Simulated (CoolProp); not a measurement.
R507A at 472.25 K and 2.44 MPa flows at 0.29 m/s in a round tube of 6 mm bore and 45 µm roughness, fully developed (64/Re and Nu = 3.66 if laminar; Colebrook and Gnielinski if turbulent). Each further row changes one setting.

Computed with CoolProp (reference Helmholtz-energy equation of state, Lemmon 2003). It is a pseudo-pure fit of the blend.

```
case               Reynolds number  Darcy friction factor  pressure drop (Pa/m)  heat-transfer coefficient (W/(m² K))  mass flow (kg/h)
-----------------  ---------------  ---------------------  --------------------  ------------------------------------  ----------------
as stated                        ?                      ?                  20.3                                   117              1.96
velocity 0.58 m/s            11700                 0.0397                     ?                                     ?                 ?
diameter 12 mm               11700                      ?                     ?                                   102              7.83
```

**Question.** What belongs in the gaps?

**Answer.** 
- as stated, Reynolds number: 5860
- as stated, Darcy friction factor: 0.0438
- velocity 0.58 m/s, pressure drop (Pa/m): 73.9
- velocity 0.58 m/s, heat-transfer coefficient (W/(m² K)): 232
- velocity 0.58 m/s, mass flow (kg/h): 3.91
- diameter 12 mm, Darcy friction factor: 0.0352
- diameter 12 mm, pressure drop (Pa/m): 8.17

Viscosity comes from a separate model (Geller 2000). Thermal conductivity comes from a separate model (Geller 2001).
